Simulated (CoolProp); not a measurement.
Vapour-liquid equilibrium of m-xylene (1) + n-decane (2) at 0.104 bar; x and y are mole fractions of (1).

Model: multi-fluid Helmholtz-energy mixture model, Zhou 2012 and Lemmon 2006; pair parameters Bell 2016, in CoolProp.

```
x     bubble temperature, mixture model (°C)  bubble temperature, Raoult's law (°C)  y, mixture model  y, Raoult's law
----  --------------------------------------  -------------------------------------  ----------------  ---------------
0.05                                    99.0                                   99.4             0.159            0.147
0.15                                    93.8                                   94.6             0.388            0.373
0.25                                    89.6                                   90.4             0.545            0.535
0.35                                    86.0                                   86.7             0.658            0.656
0.45                                    82.9                                   83.5             0.745            0.747
0.55                                    80.2                                   80.6             0.813            0.819
0.65                                    77.8                                   78.0             0.868            0.875
0.75                                    75.5                                   75.7             0.914            0.920
0.85                                    73.5                                   73.5             0.953            0.957
0.95                                    71.5                                   71.6             0.986            0.987
```

The largest gap from Raoult's law is -0.8 K in bubble temperature, at x = 0.25. No azeotrope shows between x = 0.05 and 0.95.

The pair parameters rest on a limited set of measurements; away from them the model extrapolates.
